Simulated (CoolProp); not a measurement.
Vapour-liquid equilibrium of R113 (1) + n-heptane (2) at 267.7 K; x and y are mole fractions of (1).

Model: multi-fluid Helmholtz-energy mixture model, Marx 1992 and Span 2003; pair parameters Bell 2016, in CoolProp.

```
x      bubble pressure, mixture model (bar)  bubble pressure, Raoult's law (bar)  y, mixture model  y, Raoult's law
-----  ------------------------------------  -----------------------------------  ----------------  ---------------
0.05                                    [?]                              0.01599             0.443            0.359
0.125                               0.02934                              0.02379             0.676            0.603
0.2                                 0.03945                              0.03158             0.778            0.727
0.275                                   [?]                              0.03938             0.835            0.801
0.35                                0.05718                              0.04718             0.872            0.851
0.425                                   [?]                              0.05498             0.897            0.887
0.5                                 0.07201                              0.06277             0.917            0.914
0.575                                   [?]                              0.07057             0.932            0.935
0.65                                0.08491                              0.07837             0.946            0.952
0.725                               0.09104                              0.08616               [?]            0.966
0.8                                 0.09716                              0.09396               [?]            0.977
0.875                                0.1034                               0.1018             0.980            0.987
0.95                                 0.1101                               0.1096               [?]            0.995
```

Some entries are withheld; supply them.


- 0.05, bubble pressure, mixture model (bar): 0.01844
- 0.275, bubble pressure, mixture model (bar): 0.04873
- 0.425, bubble pressure, mixture model (bar): 0.06491
- 0.575, bubble pressure, mixture model (bar): 0.07862
- 0.725, y, mixture model: 0.958
- 0.8, y, mixture model: 0.969
- 0.95, y, mixture model: 0.992

The largest gap from Raoult's law is +24.9 % in bubble pressure, at x = 0.2. No azeotrope shows between x = 0.05 and 0.95.

The pair parameters rest on a limited set of measurements; away from them the model extrapolates.
